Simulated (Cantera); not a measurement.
# Gas-phase reforming

An isothermal, constant-pressure homogeneous reactor starts with 42.7 % CH4, 55.5 % H2O, 1.75 % N2, at 2125 K and 2.07 atm.

Computed with Cantera and GRI-Mech 3.0 (53 species, 325 reactions).

```tsv
t (s)	x CH4	x H2O	x HCO	x H2O2	x C2H	x CO
6.00e-5	0.0778	0.403	9.11e-7	6.62e-10	1.14e-5	0.0120
0.000330	0.0226	0.330	3.35e-7	4.62e-10	1.16e-5	0.0417
0.00181	0.0132	0.209	2.39e-7	1.53e-10	5.86e-6	0.118
0.00996	0.00504	0.0997	2.54e-7	2.92e-11	1.23e-6	0.199
0.0548	0.000284	0.0654	2.71e-7	1.19e-11	1.02e-8	0.226
0.301	9.80e-8	0.0648	2.71e-7	1.17e-11	<1e-12	0.226
1.65	9.80e-8	0.0648	2.71e-7	1.17e-11	<1e-12	0.226
9.10	9.80e-8	0.0648	2.71e-7	1.17e-11	<1e-12	0.226
50.0	9.80e-8	0.0648	2.71e-7	1.17e-11	<1e-12	0.226
```
x: mole fraction; the columns are a selection and need not sum to one.

Equilibrium at this temperature and pressure: CH4 1.15e-7, H2O 0.0648, HCO 2.71e-7, H2O2 1.17e-11, C2H <1e-12, CO 0.226 (gas phase only).
